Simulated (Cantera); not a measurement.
Input: 1 mol CuO, 11 mol NF₃, 4.4 mol H₂, at 1698 K and 0.00133 bar.

Equilibrium computed with Cantera from the NASA thermochemical tables; the gas is ideal and each condensed phase is pure. Candidate condensed phases: Cu, CuF₂, CuO, Cu(OH)₂, Cu₂O, H₂O; 45 gas species. Kinetics and transport are ignored.

Base state: F 0.586, HF 0.231, N₂ 0.144, CuF₂ 0.0225, O₂ 0.0129, CuF 0.00372, NO 0.000305, O 0.000136 (mole fractions); condensed: gas only.

Task: What changes in the equilibrium state with this change: CuO replaced by MgO?

Result: 
| species | before | after |
|---|---|---|
| F | 0.586 | 0.584 |
| HF | 0.231 | 0.232 |
| N₂ | 0.144 | 0.145 |
| MgF₂ | 0 | 0.0263 |
| CuF₂ | 0.0225 | 0 |
| CuF | 0.00372 | 0 |
| O₂ | 0.0129 | 0.0129 |
| F₂ | 1.29e-5 | 1.28e-5 |
| NO | 0.000305 | 0.000306 |
| O | 0.000136 | 0.000136 |
Further candidate phases: Mg, MgF₂, MgO, Mg(OH)₂.

Task: What changes in the equilibrium state with this change: pressure from 0.00133 bar to 0.000140 bar?

Result: 
```csv
species,before,after
F,0.586,0.591
HF,0.231,0.228
N₂,0.144,0.142
CuF₂,0.0225,0.0101
CuF,0.00372,0.0158
O₂,0.0129,0.0126
F₂,1.29e-5,1.37e-6
O,0.000136,0.000415
NO,0.000305,0.000300
```
